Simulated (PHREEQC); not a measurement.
Synthetic water in mg/kgw, 35 °C, pH 7.46:

```csv
constituent,mg/kgw
Na,9000
K,2160
Ca,1080
Mg,300
Cl,15700
S(6) as SO4,3710
Alkalinity as HCO3,11.1
Br,74.8
```

Valence states are taken as typed.

The numbers come from PHREEQC with the Pitzer model, pitzer.dat.

Precipitation was switched off in this run.

Order these C species by the share of C that they hold, largest first: CO2, CO3-2, HCO3-, MgCO3.

HCO3- (95 %), CO2 (4.0 %), CO3-2 (0.90 %), MgCO3 (0.26 %)

The pH is 7.46 and the ionic strength 0.601 mol/kgw.
